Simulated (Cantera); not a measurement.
A perfectly stirred reactor is fed with H₂ : O₂ : N₂ = 0.41 : 1 : 3.3 (molar parts), at 2670 Pa; it is held at 1325 K, and followed from long to short residence time.

Detailed kinetics in Cantera: the H2/O2 subset of GRI-Mech 3.0, which has no nitrogen chemistry. Radical loss at walls, strong at low pressure, is not modelled. The temperature is held fixed by assumption; the heat of reaction is taken as removed at once.

### Question
What does this change do: temperature 1325 to 925 K?

### Answer
```csv
quantity,before,after
x(H₂) at τ = 0.910 s,0.000546,0.00138
x(O₂) at τ = 0.910 s,0.175,0.177
x(H₂O) at τ = 0.910 s,0.0892,0.0893
x(H) at τ = 0.910 s,0.000605,0.000220
x(O) at τ = 0.910 s,0.00194,0.000370
x(H₂) at τ = 47.0 ms,0.00304,0.00707
x(O₂) at τ = 47.0 ms,0.171,0.179
x(H₂O) at τ = 47.0 ms,0.0805,0.0811
x(H) at τ = 47.0 ms,0.00855,0.00370
x(O) at τ = 47.0 ms,0.0113,0.00188
```
Below about 950 K walls govern HO2 and H2O2 in real vessels.
